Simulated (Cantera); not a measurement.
A perfectly stirred reactor is fed with NO : N2 = 1 : 4.3 (molar parts), at 1.00 bar; it is held at 1900 K, and followed from long to short residence time.

Cantera simulation using GRI-Mech 3.0 (53 species, 325 reactions); the numbers are that mechanism's predictions, not measurements.

Predict: x(NO) at τ = 4.50 s; x(N2) at τ = 4.50 s; x(NO2) at τ = 4.50 s; x(O2) at τ = 4.50 s; x(N2O) at τ = 4.50 s; x(NO) at τ = 19.0 ms; x(N2) at τ = 19.0 ms; x(NO2) at τ = 19.0 ms; x(O2) at τ = 19.0 ms; x(N2O) at τ = 19.0 ms.


```
Quantity                 Result
---------------------  --------
x(NO) at τ = 4.50 s      0.0960
x(N2) at τ = 4.50 s       0.858
x(NO2) at τ = 4.50 s    9.36e-5
x(O2) at τ = 4.50 s      0.0462
x(N2O) at τ = 4.50 s    4.18e-6
x(NO) at τ = 19.0 ms      0.188
x(N2) at τ = 19.0 ms      0.812
x(NO2) at τ = 19.0 ms   4.40e-5
x(O2) at τ = 19.0 ms   0.000377
x(N2O) at τ = 19.0 ms   1.53e-5
```
